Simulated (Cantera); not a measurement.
Cantera run:

```python
import numpy as np
import cantera as ct

gas_names = """
    CL CL2 H HCL H2 Si SiCL SiCL2 SiCL3 SiCL4 SiH SiHCL3 SiH2 SiH2CL2 SiH3 SiH3CL SiH4 Si2 Si3
""".split()
cond_names = """
    Si(cr) Si(L)
""".split()


# ... load() reads the species with a 1 bar reference pressure and builds the phases ...
atoms = {
    'SiH2Cl2': {'Si': 1, 'H': 2, 'CL': 2},
    'H2': {'H': 2},
}
top_T = {}  # K; cautious upper limits of use, not melting points


# ... equilibrate(T, P, feed) seeds the gas with the atoms and calls Mixture.equilibrate('TP', solver="vcs", rtol=1e-11, max_steps=5000) ...
results = []
feed = {'SiH2Cl2': 1, 'H2': 22}  # mol
P = 12000  # Pa
for T in [1100, 1150, 1200, 1250, 1300, 1350, 1400, 1450, 1500, 1550, 1600, 1650, 1700, 1750]:
    mix = equilibrate(T, P, feed)
    results.append((T, P, feed, dict(zip(mix.species_names, mix.species_moles))))

top = {s: max(r[3][s] / sum(r[3][g] for g in gas_names) for r in results) for s in gas_names}
cols = sorted((s for s in top if top[s] > 1e-05), key=lambda s: -top[s])[:5]
seen = [c for c in cond_names if any(r[3].get(c, 0) > 1e-12 for r in results)]
print("log10 of partial pressures in bar; condensed amounts in mol")
print(f"{'T/K':>10s}" + "".join(f"{s[:9]:>10s}" for s in cols + seen))
for T, P, feed, n in results:
    ng = sum(n[g] for g in gas_names)
    print(f"{T:10.4g}" + "".join(f"{np.log10(max(n[s] / ng * P / 1e5, 1e-99)):10.3f}" for s in cols)
          + "".join(f"{n.get(c, 0):10.4g}" for c in seen))
```

Result:

```
log10 of partial pressures in bar; condensed amounts in mol
       T/K        H2       HCL     SiCL2     SiCL4    SiHCL3    Si(cr)     Si(L)
      1100    -0.939    -2.539    -3.830    -2.944    -3.176    0.5847         0
      1150    -0.942    -2.421    -3.558    -3.046    -3.260    0.6209         0
      1200    -0.945    -2.326    -3.335    -3.192    -3.376     0.654         0
      1250    -0.948    -2.256    -3.164    -3.392    -3.532    0.6799         0
      1300    -0.950    -2.209    -3.043    -3.648    -3.730    0.6965         0
      1350    -0.951    -2.182    -2.964    -3.951    -3.962    0.7047         0
      1400    -0.952    -2.168    -2.914    -4.277    -4.211     0.707         0
      1450    -0.952    -2.162    -2.882    -4.609    -4.464    0.7059         0
      1500    -0.952    -2.160    -2.861    -4.934    -4.711    0.7029         0
      1550    -0.952    -2.160    -2.845    -5.245    -4.948    0.6991         0
      1600    -0.953    -2.161    -2.833    -5.541    -5.173    0.6949         0
      1650    -0.953    -2.163    -2.823    -5.821    -5.386    0.6906         0
      1700    -0.953    -2.163    -2.819    -6.087    -5.590         0    0.6896
      1750    -0.953    -2.155    -2.835    -6.340    -5.793         0    0.7015
```

These are equilibrium values from Cantera (NASA tables, ideal gas, pure condensed phases), not measurements of a reactor. The tables' values for SiCl3, SiCl are old estimates; treat these amounts as uncertain. Gases not in the tables: Si2H6 and higher silanes.
